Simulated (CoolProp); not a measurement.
Model: reference Helmholtz-energy equation of state, Thol 2012, in CoolProp.

**Question.** For benzene, give the phase and the cp (kJ/(kg K)), cv (kJ/(kg K)), speed of sound (m/s), viscosity (µPa s) at 325.35 °C and 1.01 bar.

**Answer.** 
- 325.35 °C and 1.01 bar: gas; cp 2.05, cv 1.94, speed of sound 258, viscosity 15.0

Viscosity comes from a separate model (Avgeri 2014).
